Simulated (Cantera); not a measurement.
An isothermal, constant-pressure homogeneous reactor starts with H2 : O2 : N2 = 1.7 : 1 : 14 (molar parts), equivalence ratio 0.85, at 1073 K and 465 Torr.

Model: the H2/O2 subset of GRI-Mech 3.0, which has no nitrogen chemistry, integrated in Cantera. The temperature is held fixed by assumption; the heat of reaction is taken as removed at once.

x: mole fraction; the columns are a selection and need not sum to one.

```json
[
 {"t (s)": "0.000300", "x H2": "0.102", "x O2": "0.0598", "x HO2": "1.67e-5", "x OH": "[?]", "x O": "1.47e-5", "x H": "0.000113", "x H2O2": "1.27e-7"},
 {"t (s)": "0.00110", "x H2": "0.00267", "x O2": "0.0108", "x HO2": "7.16e-6", "x OH": "[?]", "x O": "0.000216", "x H": "0.000871", "x H2O2": "1.62e-6"},
 {"t (s)": "0.00405", "x H2": "0.000316", "x O2": "0.00960", "x HO2": "3.82e-6", "x OH": "[?]", "x O": "1.25e-5", "x H": "1.48e-5", "x H2O2": "7.70e-7"},
 {"t (s)": "0.0149", "x H2": "4.47e-5", "x O2": "0.00948", "x HO2": "1.09e-6", "x OH": "[?]", "x O": "1.04e-6", "x H": "5.88e-7", "x H2O2": "1.64e-7"},
 {"t (s)": "0.0548", "x H2": "3.86e-6", "x O2": "0.00946", "x HO2": "1.24e-7", "x OH": "[?]", "x O": "1.06e-7", "x H": "2.07e-8", "x H2O2": "2.73e-8"},
 {"t (s)": "0.201", "x H2": "1.54e-7", "x O2": "0.00946", "x HO2": "8.31e-9", "x OH": "[?]", "x O": "1.78e-8", "x H": "5.62e-10", "x H2O2": "5.80e-9"},
 {"t (s)": "0.740", "x H2": "1.71e-8", "x O2": "0.00946", "x HO2": "1.46e-9", "x OH": "[?]", "x O": "4.17e-9", "x H": "4.60e-11", "x H2O2": "1.43e-9"},
 {"t (s)": "2.72", "x H2": "4.23e-9", "x O2": "0.00946", "x HO2": "4.36e-10", "x OH": "[?]", "x O": "1.10e-9", "x H": "6.28e-12", "x H2O2": "3.86e-10"},
 {"t (s)": "10.0", "x H2": "1.41e-9", "x O2": "0.00946", "x HO2": "2.46e-10", "x OH": "[?]", "x O": "3.30e-10", "x H": "1.18e-12", "x H2O2": "1.17e-10"}
]
```

Task: Some entries are withheld; supply them.

Result: 
- 0.000300, x OH: 7.36e-6
- 0.00110, x OH: 0.000307
- 0.00405, x OH: 5.18e-5
- 0.0149, x OH: 1.49e-5
- 0.0548, x OH: 5.72e-6
- 0.201, x OH: 2.53e-6
- 0.740, x OH: 1.22e-6
- 2.72, x OH: 6.28e-7
- 10.0, x OH: 3.43e-7
